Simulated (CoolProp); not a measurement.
Model: reference Helmholtz-energy equation of state, Zhou 2011, in CoolProp.

Q: For dimethyl carbonate, give the phase and the density (kg/m³), cv (kJ/(kg K)), speed of sound (m/s), Joule-Thomson coefficient (K/MPa) at 600 K and 1.95 MPa.

A: 
- 600 K and 1.95 MPa: gas; density 39.7, cv 1.79, speed of sound 217, Joule-Thomson coefficient 6.37
